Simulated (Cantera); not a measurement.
**Diamond growth**

A diamond (100) surface in a fixed gas of H2 with x(CH4) = 0.018, x(H) = 0.0042, at 1275 K, 113 Torr; coverages are run to steady state.

Model: the Harris–Goodwin 1993 mechanism for the reconstructed diamond (100) surface, integrated in Cantera.

```
x(CH3)   growth (µm/h)  θ c6HH  θ c6H*  θ c6*H  θ c6**    θ c6HM
-------  -------------  ------  ------  ------  ------  --------
1e-06           0.0526   0.400  0.0463   0.515  0.0385   9.53e-6
2.8e-06          0.147   0.400  0.0463   0.515  0.0385   2.67e-5
7.6e-06          0.399   0.400  0.0463   0.515  0.0385   7.24e-5
2.1e-05           1.10   0.400  0.0463   0.514  0.0385  0.000200
5.8e-05           3.04   0.400  0.0462   0.514  0.0384  0.000551
0.00016           8.34   0.399  0.0462   0.513  0.0381   0.00151
0.00045           23.1   0.398  0.0459   0.510  0.0373   0.00421
0.0012            59.5   0.393  0.0453   0.503  0.0354    0.0109
0.0034             153   0.382  0.0436   0.484  0.0308    0.0287
```
θ: site fractions in the mechanism's names (c6HH fully hydrogenated, c6H* and c6*H radical sites, c6** diradical, c6HM methylated).
